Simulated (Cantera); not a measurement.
Input: 1 mol SiCl₄, 0.066 mol Cl₂, 670 mol H₂, equilibrated at 0.133 bar.

Method: chemical equilibrium by Gibbs-energy minimisation in Cantera with the NASA 1993 tables (ideal gas, pure condensed phases). Candidate condensed phases: Si; 19 gas species. Rates play no part. All values below are at 1373 K.

Base state: H₂ 0.994, HCl 0.00593, SiCl₂ 0.000102 (mole fractions); condensed: Si(s).

What changes in the equilibrium state with this change: SiCl₄ replaced by Si₃H₈?


| species | before | after |
|---|---|---|
| H₂ | 0.994 | 1.000 |
| HCl | 0.00593 | 0.000196 |
| SiCl₂ | 0.000102 | 1.10e-7 |
| Si(s), mol | 0.928 | 3.00 |
The feed counts by its element totals alone.

What changes in the equilibrium state with this change: H₂ from 670 to 19 mol?


```
species       before     after
----------  --------  --------
H₂             0.994     0.866
HCl          0.00593    0.0908
SiCl₂       0.000102    0.0274
SiCl₄        8.29e-8   0.00597
SiCl₃        1.35e-6   0.00594
SiHCl₃       8.78e-7   0.00361
SiH₂Cl₂      1.38e-6  0.000322
Si(s), mol     0.928     0.101
```
The tables' values for SiCl₃ are old estimates; treat these amounts as uncertain.
